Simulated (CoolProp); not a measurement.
Vapour-liquid equilibrium of benzene (1) + octamethylcyclotetrasiloxane (D4) (2) at 407.2 K; x and y are mole fractions of (1).

The numbers come from the multi-fluid Helmholtz-energy mixture model, Thol 2012 and Thol 2015; pair parameters Bell 2016 in CoolProp.

| x | bubble pressure, mixture model (MPa) | bubble pressure, Raoult's law (MPa) | y, mixture model | y, Raoult's law |
|---|---|---|---|---|
| 0.05 | 0.04453 | 0.04972 | 0.341 | 0.417 |
| 0.2 | 0.09451 | 0.1074 | 0.732 | 0.773 |
| 0.35 | 0.1498 | 0.1651 | 0.859 | 0.880 |
| 0.5 | 0.2060 | 0.2227 | 0.918 | 0.932 |
| 0.65 | 0.2636 | 0.2804 | 0.954 | 0.962 |
| 0.8 | 0.3256 | 0.3381 | 0.978 | 0.982 |
| 0.95 | 0.3928 | 0.3957 | 0.996 | 0.996 |

The largest gap from Raoult's law is -12.0 % in bubble pressure, at x = 0.2. No azeotrope shows between x = 0.05 and 0.95.

Pair parameters are fitted to limited data, so mixtures are less certain than the pure fluids.
